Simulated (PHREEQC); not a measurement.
A solution holds 7.6 mmol/kgw HCl, 0.19 mmol/kgw FeSO4 and 17 mmol/kgw Na2SO4, at 25 °C. It is in equilibrium with CO2 at log p = -3.4 (atm). Otherwise closed; pH follows from the charge balance.

Equilibrium calculation in PHREEQC: ion-association model, phreeqc.dat.

Question: The ionic strength comes out as 0.0513 mol/kgw. What activity coefficients do FeHSO4+, Cl-, NaSO4-, Fe+2, HSO4- get?

Answer: FeHSO4+ 0.82, Cl- 0.81, NaSO4- 0.83, Fe+2 0.48, HSO4- 0.82.

No solid was allowed to form.
